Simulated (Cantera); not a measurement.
**Thermodynamics of silicon epitaxy and polysilicon growth, feed SiH2Cl2 + Cl2 + H2**

Charge: 1 mol SiH2Cl2, 0.053 mol Cl2, 860 mol H2, at 59.0 mbar.

These are equilibrium values from Cantera (NASA tables, ideal gas, pure condensed phases), not measurements of a reactor. Candidate condensed phases: Si; 19 gas species. Gases not in the tables: Si2H6 and higher silanes. Kinetics and transport are ignored.

| T (K) | log p H2 | log p HCl | log p H | log p SiCl2 | log p Si | log p SiH2 | log p SiH | log p Cl | n Si(s) | n Si(l) |
|---|---|---|---|---|---|---|---|---|---|---|
| 1325 | -1.23 | -3.85 | -6.40 | -6.03 | -10.03 | -8.16 | -9.78 | -9.10 | 0.986 | 0 |
| 1375 | -1.23 | -3.85 | -6.08 | -6.00 | -9.39 | -7.82 | -9.25 | -8.78 | 0.985 | 0 |
| 1425 | -1.23 | -3.85 | -5.78 | -5.99 | -8.79 | -7.50 | -8.76 | -8.49 | 0.984 | 0 |
| 1475 | -1.23 | -3.85 | -5.50 | -5.97 | -8.24 | -7.20 | -8.30 | -8.21 | 0.983 | 0 |
| 1525 | -1.23 | -3.85 | -5.24 | -5.95 | -7.72 | -6.92 | -7.88 | -7.95 | 0.981 | 0 |
| 1575 | -1.23 | -3.85 | -5.00 | -5.94 | -7.24 | -6.66 | -7.48 | -7.71 | 0.978 | 0 |
| 1625 | -1.23 | -3.85 | -4.77 | -5.92 | -6.79 | -6.41 | -7.10 | -7.49 | 0.973 | 0 |
| 1675 | -1.23 | -3.85 | -4.55 | -5.91 | -6.36 | -6.18 | -6.75 | -7.28 | 0.963 | 0 |
| 1725 | -1.23 | -3.85 | -4.35 | -5.93 | -5.99 | -5.99 | -6.45 | -7.08 | 0 | 0.947 |
log p: log10 of the partial pressure in bar; n: condensed amount in mol.

From 1325 K to 1675 K the condensed part is Si(s). At 1725 K the condensed part is Si(l). The main Si-bearing gas is SiCl2 throughout. The share of Si in condensed phases is highest at 1325 K (98.6 %) and lowest at 1725 K (94.7 %).
